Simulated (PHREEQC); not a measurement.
Consider water at 25 °C with 0.0022 mol HF, 0.012 mol NaF, 9.3e-05 mol H2SiF6 and 0.0022 mol H2SO4 per kg of water. Closed to the air; pH follows from the charge balance.

Model: ion-association model, phreeqc.dat, run in PHREEQC.

| quantity | before | after |
|---|---|---|
| pH | 3.25 | 4.23 |
| ionic strength (mol/kgw) | 0.0146 | 0.000201 |
| F- (mol/kgw) | 0.00790 | 0.000136 |
| HF (mol/kgw) | 0.00590 | 1.18e-5 |
| SO4-2 (mol/kgw) | 0.00204 | 2.19e-5 |
| HF2- (mol/kgw) | 0.000179 | 6.13e-9 |
| SI of Quartz (SiO2) | -4.51 | -2.05 |

Problem. Name the change that produced these shifts.
(A) H2SiF6 from 9.3e-05 to 0.000186 mol/kgw
(B) H2SO4 from 0.0022 to 0.00044 mol/kgw
(C) diluted 100-fold with water
(D) HF replaced by Na2SiF6 at the same molality
(E) H2SO4 from 0.0022 to 0.00198 mol/kgw

Solution. C, diluted 100-fold with water

Precipitation was switched off in this run. SiF6-2 is the database's only silicon fluoride.
